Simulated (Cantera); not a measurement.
A perfectly stirred reactor is fed with 9.91 % H₂, 90.1 % O₂, equivalence ratio 0.055, at 7.50 Torr; it is held at 1050 K, and followed from long to short residence time.

Computed with Cantera and GRI-Mech 3.0 (53 species, 325 reactions). Radical loss at walls, strong at low pressure, is not modelled. The temperature is held fixed by assumption; the heat of reaction is taken as removed at once.

Question: Predict: x(H₂) at τ = 2.90 s; x(O₂) at τ = 2.90 s; x(HO₂) at τ = 2.90 s; x(OH) at τ = 2.90 s; x(H₂O) at τ = 2.90 s; x(H₂) at τ = 0.110 s; x(O₂) at τ = 0.110 s; x(HO₂) at τ = 0.110 s; x(OH) at τ = 0.110 s; x(H₂O) at τ = 0.110 s.

Answer: 
```
Item                     Result
---------------------  --------
x(H₂) at τ = 2.90 s    0.000329
x(O₂) at τ = 2.90 s       0.894
x(HO₂) at τ = 2.90 s    2.85e-6
x(OH) at τ = 2.90 s    0.000634
x(H₂O) at τ = 2.90 s      0.103
x(H₂) at τ = 0.110 s    0.00224
x(O₂) at τ = 0.110 s      0.884
x(HO₂) at τ = 0.110 s   5.93e-6
x(OH) at τ = 0.110 s    0.00199
x(H₂O) at τ = 0.110 s    0.0982
```
